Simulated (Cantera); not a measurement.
What does this Cantera script print?

```python
import numpy as np
import cantera as ct

gas = ct.Solution("gri30.yaml")
gas.TPX = 425, 170000, {'CH3OH': 1, 'O2': 1.58, 'N2': 5.94}
flame = ct.FreeFlame(gas, width=0.028)
flame.set_refine_criteria(ratio=3, slope=0.08, curve=0.16)
flame.transport_model = "mixture-averaged"
flame.solve(loglevel=0, auto=True)
z, T = flame.grid, flame.T
thick = (T[-1] - T[0]) / np.gradient(T, z).max()
show = ['CH3OH', 'O2', 'H2', 'CO', 'H2O2', 'CO2']
print(f"laminar burning velocity  {flame.velocity[0] * 100:.3f} cm/s")
print(f"burnt temperature         {T[-1]:.1f} K")
print(f"thermal thickness         {thick * 1e3:.4f} mm")
print(f"grid points               {len(z)}")
z0 = z[flame.heat_release_rate.argmax()]
print(f"{'z/mm':>9s}{'T/K':>9s}{'u/(m/s)':>9s}" + "".join(f"{s:>11s}" for s in show))
rows = []
for k in (-3, -2, -1.5, -1, -0.5, -0.25, 0, 0.25, 0.5, 1, 2, 4, 8):
    zz = z0 + k * thick
    rows.append([k * thick, np.interp(zz, z, T), np.interp(zz, z, flame.velocity),
                 *(np.interp(zz, z, flame.X[gas.species_index(s)]) for s in show)])
    print(f"{rows[-1][0] * 1e3:9.3f}{rows[-1][1]:9.1f}{rows[-1][2]:9.3f}" + "".join(f"{x:11.3e}" for x in rows[-1][3:]))
```

Result:

```
laminar burning velocity  60.412 cm/s
burnt temperature         2273.5 K
thermal thickness         0.2129 mm
grid points               138
     z/mm      T/K  u/(m/s)      CH3OH         O2         H2         CO       H2O2        CO2
   -0.639    425.2    0.605  1.172e-01  1.852e-01  1.213e-03  5.323e-06  2.659e-07  3.402e-07
   -0.426    427.6    0.610  1.169e-01  1.846e-01  3.576e-03  8.975e-05  4.511e-06  9.268e-06
   -0.319    435.2    0.623  1.163e-01  1.834e-01  6.213e-03  3.574e-04  1.796e-05  4.544e-05
   -0.213    496.3    0.717  1.126e-01  1.774e-01  1.141e-02  2.662e-03  1.312e-04  5.438e-04
   -0.106    852.7    1.270  8.520e-02  1.458e-01  1.943e-02  1.846e-02  8.178e-04  6.078e-03
   -0.053   1239.0    1.896  4.679e-02  1.099e-01  2.364e-02  3.871e-02  1.281e-03  1.525e-02
    0.000   1654.6    2.598  5.261e-03  6.894e-02  2.393e-02  6.120e-02  1.070e-04  3.113e-02
    0.053   1800.5    2.826  2.199e-05  4.542e-02  1.569e-02  5.313e-02  9.063e-07  4.988e-02
    0.106   1868.8    2.914  2.965e-08  3.472e-02  1.218e-02  4.063e-02  7.379e-07  6.430e-02
    0.213   1959.2    3.031  2.143e-11  2.739e-02  1.091e-02  2.826e-02  5.448e-07  7.859e-02
    0.426   2058.1    3.163  2.086e-15  2.255e-02  9.237e-03  2.094e-02  3.670e-07  8.707e-02
    0.852   2147.1    3.282  6.500e-17  1.864e-02  6.803e-03  1.619e-02  2.478e-07  9.251e-02
    1.703   2212.5    3.368  2.030e-17  1.554e-02  4.723e-03  1.192e-02  1.786e-07  9.733e-02
```

Model: GRI-Mech 3.0 (53 species, 325 reactions), integrated in Cantera. GRI-Mech 3.0 was tuned for natural gas; its chemistry of methanol as a main component is partial and can be far from experiment. Burning velocities carry a grid error of a few per cent, more on coarse grids.
